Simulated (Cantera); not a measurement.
Input: 1 mol LiCl, 2.1 mol HF, 1.7 mol H2, 0.15 mol O2, at 82.0 Pa.

Cantera equilibrium calculation (NASA polynomials, part measured and part estimated; ideal gas, pure solids and liquids). Candidate condensed phases: H2O, Li, LiCl, LiF, LiH, LiOH, Li2O; 44 gas species. Rates play no part.

At 1777 °C, list the 7 most abundant gas species with their mole fractions, and the condensed phases.

HF 0.350, H2 0.267, LiCl 0.124, LiF 0.0765, HCl 0.0707, H2O 0.0595, H 0.0410. Condensed: gas only.
